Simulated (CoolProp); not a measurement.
Vapour pressure (MPa) of ethane: the reference equation beside estimates from Tc = 32.2 °C, pc = 4.872 MPa, ω = 0.099.

Model: reference Helmholtz-energy equation of state, Bücker 2006, in CoolProp.

| T (°C) | reference | Lee-Kesler | Peng-Robinson |
|---|---|---|---|
| -86.75 | 0.1117 | 0.1103 | 0.1125 |
| -81.25 | 0.1480 | 0.1467 | 0.1488 |
| -75.65 | 0.1937 | 0.1926 | 0.1944 |
| -70.15 | 0.2483 | 0.2476 | 0.2489 |
| -64.65 | 0.3138 | 0.3137 | 0.3144 |
| -59.05 | 0.3932 | 0.3937 | 0.3937 |
| -53.55 | 0.4848 | 0.4861 | 0.4853 |
| -48.05 | 0.5914 | 0.5936 | 0.5920 |
| -42.45 | 0.7168 | 0.7198 | 0.7177 |
| -36.95 | 0.8580 | 0.8617 | 0.8594 |
| -31.45 | 1.019 | 1.023 | 1.021 |
| -25.85 | 1.203 | 1.208 | 1.207 |
| -20.35 | 1.408 | 1.412 | 1.412 |
| -14.85 | 1.636 | 1.640 | 1.643 |

Absolute difference from the reference over all 14 rows, mean and median: Lee-Kesler 0.4 and 0.4 %, Peng-Robinson 0.3 and 0.2 %.
